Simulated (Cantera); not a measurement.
Cantera run:

```python
import numpy as np
import cantera as ct

gas_names = """
    O P4
""".split()
cond_names = """
    P4O10(s)
""".split()


def load(file, names, dense=False):
    # The tables refer to 1 bar. Condensed volumes are neglected.
    table = {s.name: s for s in ct.Species.list_from_file(file)}
    out = []
    for n in names:
        d = dict(table[n].input_data)
        d["thermo"] = dict(d["thermo"], **{"reference-pressure": 1e5})
        if dense:
            d["equation-of-state"] = {"model": "constant-volume", "density": "1e6 g/cm^3"}
        out.append(ct.Species.from_dict(d))
    return out


species = {s.name: s for s in load("nasa_gas.yaml", gas_names) + load("nasa_condensed.yaml", cond_names)}
# Each term lists the table entries of one substance; the one whose range holds T is used.
reactions = {
    '10 O(g) + P4(g) = P4O10':
        [(-10, ['O']), (-1, ['P4']), (1, ['P4O10(s)'])],
}


def pick(names, T):
    return next(species[n] for n in names if species[n].thermo.min_temp <= T <= species[n].thermo.max_temp)


results = []
for label, terms in reactions.items():
    print(label)
    print("     T/K   dH/kJ  dS/(J/K)   dG/kJ   log10 K")
    for T in [475, 525, 575, 625, 675]:
        used = [(nu, pick(names, T)) for nu, names in terms]
        dH = sum(nu * s.thermo.h(T) for nu, s in used) / 1e6
        dS = sum(nu * s.thermo.s(T) for nu, s in used) / 1e3
        dG = dH - T * dS / 1e3
        logK = -dG * 1e6 / (ct.gas_constant * T * np.log(10))
        results.append((label, T, dH, dS, dG, logK, [s.name for _, s in used]))
        print(f"{T:8g} {dH:8.1f} {dS:8.1f} {dG:8.1f} {logK:8.2f}")
```

Result:

```
10 O(g) + P4(g) = P4O10
     T/K   dH/kJ  dS/(J/K)   dG/kJ   log10 K
     475  -5566.7  -1679.2  -4769.1   524.44
     525  -5566.2  -1678.1  -4685.2   466.14
     575  -5564.7  -1675.5  -4601.3   417.99
     625  -5562.4  -1671.7  -4517.6   377.56
     675  -5559.3  -1666.9  -4434.2   343.13
```

Source: NASA polynomial tables (part measured, part estimated), evaluated in Cantera. Condensed species are held in their standard states even where they would react or evaporate.
